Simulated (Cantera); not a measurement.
SiH₄ + H₂O (silicon oxide and oxynitride deposition)

Input: 1 mol SiH₄, 0.34 mol H₂O, at 1.60 mbar.

Equilibrium computed with Cantera from the NASA thermochemical tables; the gas is ideal and each condensed phase is pure. Candidate condensed phases: H₂O, Si, SiO₂; 18 gas species. Mutual solubility and eutectic melting of coexisting phases are not modelled. The tables hold silica as quartz up to 1696 K and as liquid above; real silica turns to tridymite and cristobalite and melts near 1996 K. Gases not in the tables: Si₂H₆ and higher silanes. Equilibrium is a limit: real reactors are often held back by kinetics, nucleation or transport.

```csv
T (K),x H₂,x SiO,x H,x Si,x SiH,n Si(s),n SiO₂(β-quartz),n Si(l)
1450,0.874,0.126,0.000221,1.92e-6,2.86e-7,0.661,0.00110,0
1500,0.873,0.127,0.000411,6.58e-6,7.89e-7,0.660,0,0
1550,0.872,0.127,0.000735,2.08e-5,2.04e-6,0.660,0,0
1600,0.872,0.127,0.00127,6.09e-5,4.96e-6,0.660,0,0
1650,0.871,0.127,0.00212,0.000167,1.14e-5,0.659,0,0
1700,0.870,0.127,0.00343,0.000424,2.45e-5,0,0,0.659
1750,0.867,0.126,0.00541,0.000938,4.62e-5,0,0,0.657
1800,0.863,0.126,0.00832,0.00198,8.42e-5,0,0,0.654
1850,0.858,0.126,0.0125,0.00403,0.000148,0,0,0.648
```
x: gas mole fraction; n: condensed amount in mol.

At 1450 K the condensed part is Si(s) + SiO₂(β-quartz). From 1500 K to 1650 K the condensed part is Si(s). From 1700 K to 1850 K the condensed part is Si(l). The main Si-bearing gas is SiO throughout. The share of Si in condensed phases is highest at 1450 K (66.2 %) and lowest at 1850 K (64.8 %).
